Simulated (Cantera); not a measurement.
A perfectly stirred reactor is fed with H2 : O2 = 0.042 : 1 (molar parts), equivalence ratio 0.021, at 4.43 Torr; it is held at 1125 K, and followed from long to short residence time.

Computed with Cantera and the H2/O2 subset of GRI-Mech 3.0, which has no nitrogen chemistry. Radical loss at walls, strong at low pressure, is not modelled. The temperature is held fixed by assumption; the heat of reaction is taken as removed at once.

x: mole fraction; the columns are a selection and need not sum to one.

| τ (s) | x H2 | x O2 | x H | x O | x H2O | x OH |
|---|---|---|---|---|---|---|
| 7.1 | 9.15e-5 | 0.957 | 0.000129 | 0.00195 | 0.0406 | 0.000628 |
| 3.1 | 0.000149 | 0.955 | 0.000282 | 0.00327 | 0.0403 | 0.000820 |
| 1.4 | 0.000237 | 0.953 | 0.000582 | 0.00525 | 0.0399 | 0.00105 |
| 0.59 | … | 0.949 | … | … | 0.0392 | … |
| 0.26 | 0.000613 | 0.945 | 0.00221 | 0.0123 | 0.0382 | 0.00169 |
| 0.11 | … | 0.940 | … | … | 0.0368 | … |
| 0.050 | 0.00160 | 0.936 | 0.00521 | 0.0194 | 0.0351 | 0.00246 |
| 0.022 | 0.00275 | 0.934 | 0.00664 | 0.0205 | 0.0329 | 0.00294 |
| 0.0095 | 0.00507 | 0.935 | 0.00763 | 0.0193 | 0.0297 | 0.00349 |
| 0.0041 | 0.00957 | 0.938 | 0.00764 | 0.0162 | 0.0250 | 0.00396 |

Q: Complete the blanks.

A: 
- 0.59, x H2: 0.000388
- 0.59, x H: 0.00121
- 0.59, x O: 0.00840
- 0.59, x OH: 0.00136
- 0.11, x H2: 0.000995
- 0.11, x H: 0.00369
- 0.11, x O: 0.0165
- 0.11, x OH: 0.00207
